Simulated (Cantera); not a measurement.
A perfectly stirred reactor is fed with CH4 : H2O = 1 : 0.55 (molar parts), at 100.0 Torr; it is held at 1475 K, and followed from long to short residence time.

Cantera simulation using GRI-Mech 3.0 (53 species, 325 reactions); the numbers are that mechanism's predictions, not measurements. GRI-Mech 3.0 stops at C3 and has no aromatics, soot or wall deposition, so with more carbon than oxygen in the feed, carbon stays in small species such as C2H2 where larger ones or solid carbon would form.

**Question.** What does this change do: pressure from 100.0 Torr to 0.420 bar?

**Answer.** 
```csv
quantity,before,after
x(CH4) at τ = 2.70 s,0.323,0.250
x(H2O) at τ = 2.70 s,0.278,0.254
x(CH2) at τ = 2.70 s,8.05e-9,3.91e-9
x(C2H2) at τ = 2.70 s,0.0912,0.105
x(CH2CO) at τ = 2.70 s,2.55e-5,2.22e-5
x(CH4) at τ = 97.0 ms,0.608,0.578
x(H2O) at τ = 97.0 ms,0.348,0.342
x(CH2) at τ = 97.0 ms,1.20e-8,5.41e-9
x(C2H2) at τ = 97.0 ms,0.00675,0.0151
x(CH2CO) at τ = 97.0 ms,3.33e-6,6.67e-6
```

**Question.** What does this change do: pressure from 100.0 Torr to 8.40 bar?

**Answer.** 
```
quantity                  before     after
-----------------------  -------  --------
x(CH4) at τ = 2.70 s       0.323     0.334
x(H2O) at τ = 2.70 s       0.278     0.241
x(CH2) at τ = 2.70 s     8.05e-9  5.93e-10
x(C2H2) at τ = 2.70 s     0.0912    0.0378
x(CH2CO) at τ = 2.70 s   2.55e-5   8.78e-6
x(CH4) at τ = 97.0 ms      0.608     0.465
x(H2O) at τ = 97.0 ms      0.348     0.319
x(CH2) at τ = 97.0 ms    1.20e-8  6.36e-10
x(C2H2) at τ = 97.0 ms   0.00675    0.0357
x(CH2CO) at τ = 97.0 ms  3.33e-6   1.10e-5
```

**Question.** What does this change do: temperature 1475 to 1948 K?

**Answer.** 
| quantity | before | after |
|---|---|---|
| x(CH4) at τ = 2.70 s | 0.323 | 0.00523 |
| x(H2O) at τ = 2.70 s | 0.278 | 0.00916 |
| x(CH2) at τ = 2.70 s | 8.05e-9 | 1.56e-6 |
| x(C2H2) at τ = 2.70 s | 0.0912 | 0.0755 |
| x(CH2CO) at τ = 2.70 s | 2.55e-5 | 3.16e-6 |
| x(CH4) at τ = 97.0 ms | 0.608 | 0.0268 |
| x(H2O) at τ = 97.0 ms | 0.348 | 0.0968 |
| x(CH2) at τ = 97.0 ms | 1.20e-8 | 6.26e-6 |
| x(C2H2) at τ = 97.0 ms | 0.00675 | 0.117 |
| x(CH2CO) at τ = 97.0 ms | 3.33e-6 | 4.72e-5 |
